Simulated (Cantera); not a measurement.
An isothermal, constant-pressure homogeneous reactor starts with N2O = 1 (molar parts), at 1548 K and 630 Torr.

Cantera simulation using GRI-Mech 3.0 (53 species, 325 reactions); the numbers are that mechanism's predictions, not measurements. GRI-Mech 3.0 was tuned for natural gas; its chemistry of N2O as a main component is partial and can be far from experiment. The temperature is held fixed by assumption; the heat of reaction is taken as removed at once.

One state of this run: x N2O = 0.0215; x O = 2.05e-5; x O2 = 0.249; x NO = 0.153; x NO2 = 0.000765; x N2 = 0.576. x: mole fraction; the columns are a selection and need not sum to one.

Which value of t (s) does it belong to?
A) 0.00106
B) 0.0208
C) 0.151
D) 0.0560

D, 0.0560
